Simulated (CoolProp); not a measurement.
Vapour-liquid equilibrium of CHF3 (R23) (1) + R227EA (2) at 72.7 kPa; x and y are mole fractions of (1).

Values from CoolProp's multi-fluid Helmholtz-energy mixture model, Penoncello 2003 and Lemmon 2016; pair parameters Bell 2016.

| x | bubble temperature (K) | y at the bubble point | dew temperature at overall composition x (K) | liquid density (mol/L) |
|---|---|---|---|---|
| 0.05 | 235.3 | … | 248.3 | 9.760 |
| 0.15 | 216.7 | 0.853 | 246.0 | 10.70 |
| 0.25 | 206.4 | … | 243.5 | 11.57 |
| 0.35 | 200.2 | … | 240.8 | 12.44 |
| 0.45 | 196.1 | 0.978 | 237.7 | … |
| 0.55 | 193.3 | 0.985 | 234.1 | … |
| 0.65 | … | … | 229.8 | 15.51 |
| 0.75 | 189.5 | 0.993 | 224.5 | 16.78 |
| 0.85 | 187.9 | 0.996 | 217.0 | 18.25 |
| 0.95 | 186.4 | 0.998 | 203.7 | 19.97 |

Problem. What belongs in the gaps?

Solution. 
- 0.05, y at the bubble point: 0.518
- 0.25, y at the bubble point: 0.936
- 0.35, y at the bubble point: 0.965
- 0.45, liquid density (mol/L): 13.37
- 0.55, liquid density (mol/L): 14.38
- 0.65, bubble temperature (K): 191.2
- 0.65, y at the bubble point: 0.989

No azeotrope shows between x = 0.05 and 0.95.

The pair parameters rest on a limited set of measurements; away from them the model extrapolates.
